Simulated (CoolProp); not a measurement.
A closed Brayton cycle with carbon dioxide: compressor inlet 309.15 K and 8.5 MPa, high pressure 25.9 MPa, turbine inlet 645 K, compressor efficiency 0.85, turbine efficiency 0.85, recuperator effectiveness 0.9 (on enthalpy, no pinch check). Each further row changes one setting.

Model: reference Helmholtz-energy equation of state, Span 1996, in CoolProp.

| case | thermal efficiency (%) | net work (kJ/kg) | compressor to turbine work | compressor exit (K) | turbine exit (K) |
|---|---|---|---|---|---|
| as stated | 27.5 | 70.0 | 0.31 | 349.9 | 534.1 |
| turbine inlet 595 K | 24.8 | 59.2 | 0.34 | 349.9 | 487.9 |
| compressor inlet 319.15 K | 23.6 | 49.0 | 0.51 | 403.6 | 534.1 |
| high pressure 22 MPa | 26.4 | 63.3 | 0.28 | 343.2 | 550.1 |
| recuperator effectiveness 0.5 | 20.3 | 70.0 | 0.31 | 349.9 | 534.1 |
